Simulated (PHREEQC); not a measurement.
A solution holds 180 mmol/kgw KH2PO4, 0.15 mmol/kgw HNO3 and 0.056 mmol/kgw Cs2SO4, at 20 °C. Closed to the air; pH follows from the charge balance.

All values are PHREEQC results (ion-association model, wateq4f.dat), not measurements.

Q: The ionic strength comes out as 0.181 mol/kgw. What activity coefficients do H2PO4-, HPO4-2, H+, K+, SO4-2 get?

A: H2PO4- 0.75, HPO4-2 0.31, H+ 0.80, K+ 0.72, SO4-2 0.31.

No solid was allowed to form. H3PO4, which wateq4f.dat lacks, is added to it with the constant of phreeqc.dat.
